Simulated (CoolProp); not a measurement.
The fluid at 302.93 K and 0.9 MPa flows at 0.17 m/s in a round tube of 2 mm bore and 45 µm roughness, fully developed (64/Re and Nu = 3.66 if laminar; Colebrook and Gnielinski if turbulent). The same conditions are run with several fluids, on thermodynamics alone (safety and materials aside).

Computed with CoolProp (reference Helmholtz-energy equation of state of each fluid (C2F6 (R116): Lemmon 2006; R410A: Lemmon 2003; dry air: Lemmon 2000; R125: Lemmon 2005; methane: Setzmann 1991)). Blends and air are pseudo-pure fits.

**Question.** Rank C2F6 (R116), R410A, dry air, R125, methane by Reynolds number, highest first.

**Answer.** C2F6 (R116) (1280), R125 (1270), R410A (747), dry air (188), methane (173)

| fluid | Darcy friction factor | pressure drop (Pa/m) | heat-transfer coefficient (W/(m² K)) | mass flow (kg/h) |
|---|---|---|---|---|
| C2F6 (R116) | 0.0500 | 19.7 | 28.4 | 0.105 |
| R410A | 0.0856 | 18.2 | 26.8 | 0.0566 |
| dry air | 0.341 | 25.6 | 49.2 | 0.0199 |
| R125 | 0.0502 | 18.2 | 27.1 | 0.0963 |
| methane | 0.371 | 15.6 | 64.7 | 0.0112 |

Transport values come from each fluid's own correlations; those of C2F6 (R116) are estimates that may be off by 10 % or more.
